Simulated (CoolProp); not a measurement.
Vapour-liquid equilibrium of ethane (1) + C3F8 (R218) (2) at 0.127 MPa; x and y are mole fractions of (1).

Model: multi-fluid Helmholtz-energy mixture model, Bücker 2006 and Lemmon 2006; pair parameters Bell 2016, in CoolProp.

```tsv
x	bubble temperature (°C)	y at the bubble point	dew temperature at overall composition x (°C)	liquid density (mol/L)
0.05	-46.7	0.512	-32.8	8.977
0.2	-71.7	0.897	-36.7	10.21
0.35	-79.0	0.944	-41.0	11.23
0.5	-80.9	0.953	-46.2	12.29
0.65	-81.5	0.957	-52.8	13.53
0.8	-82.2	0.963	-62.1	15.08
0.95	-83.7	0.985	-80.3	17.10
```

No azeotrope shows between x = 0.05 and 0.95.

Pair parameters are fitted to limited data, so mixtures are less certain than the pure fluids. With so large a gap from Raoult's law the liquid may split in two, which this calculation doesn't test in full.
